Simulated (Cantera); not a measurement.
## Equilibrium for silicon nitride deposition: SiHCl3 + N2 + H2

Charge: 1 mol SiHCl3, 75 mol N2, 0.16 mol H2, equilibrated at 1550 °C.

Equilibrium computed with Cantera from the NASA thermochemical tables; the gas is ideal and each condensed phase is pure. Candidate condensed phases: NH4Cl, Si, Si3N4; 28 gas species. The tables' values for SiCl3, SiCl, SiN are old estimates; treat these amounts as uncertain. Kinetics and transport are ignored.

From 5.00 Pa to 0.290 bar nothing is condensed. At 1.00 bar the condensed part is Si3N4(s). The main Si-bearing gas is SiCl2 throughout.

```json
[
 {"P (Pa)": "5", "x N2": "0.961", "x SiCl2": "0.00810", "x HCl": "0.0105", "x Cl": "0.0112", "x Si": "0.00416", "n Si3N4(s)": "0"},
 {"P (Pa)": "17", "x N2": "0.966", "x SiCl2": "0.0107", "x HCl": "0.0109", "x Cl": "0.00586", "x Si": "0.00175", "n Si3N4(s)": "0"},
 {"P (Pa)": "59", "x N2": "0.969", "x SiCl2": "0.0121", "x HCl": "0.0112", "x Cl": "0.00309", "x Si": "0.000589", "n Si3N4(s)": "0"},
 {"P (Pa)": "210", "x N2": "0.971", "x SiCl2": "0.0126", "x HCl": "0.0117", "x Cl": "0.00169", "x Si": "0.000162", "n Si3N4(s)": "0"},
 {"P (Pa)": "710", "x N2": "0.971", "x SiCl2": "0.0127", "x HCl": "0.0120", "x Cl": "0.000962", "x Si": "4.41e-5", "n Si3N4(s)": "0"},
 {"P (Pa)": "2400", "x N2": "0.972", "x SiCl2": "0.0127", "x HCl": "0.0122", "x Cl": "0.000538", "x Si": "1.23e-5", "n Si3N4(s)": "0"},
 {"P (Pa)": "8400", "x N2": "0.972", "x SiCl2": "0.0125", "x HCl": "0.0122", "x Cl": "0.000286", "x Si": "3.52e-6", "n Si3N4(s)": "0"},
 {"P (Pa)": "29000", "x N2": "0.972", "x SiCl2": "0.0122", "x HCl": "0.0120", "x Cl": "0.000146", "x Si": "1.10e-6", "n Si3N4(s)": "0"},
 {"P (Pa)": "100000", "x N2": "0.973", "x SiCl2": "0.0109", "x HCl": "0.0124", "x Cl": "8.44e-5", "x Si": "2.47e-7", "n Si3N4(s)": "0.0157"}
]
```
x: gas mole fraction; n: condensed amount in mol.
